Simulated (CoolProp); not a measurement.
Computed with CoolProp (reference Helmholtz-energy equation of state, Lemmon 2006). It is a short technical equation, of lower accuracy than the large ones.

Task: Give the vapour pressure (MPa), enthalpy of vaporisation (kJ/kg), vapour Z, surface tension (mN/m) of saturated acetone at 45.45 °C.

Result: 
| T (°C) | p (MPa) | enthalpy of vaporisation (kJ/kg) | vapour Z | surface tension (mN/m) |
|---|---|---|---|---|
| 45.45 | 0.0695 | 513 | 0.959 | 20.2 |

Surface tension comes from a separate correlation (Mulero 2012).
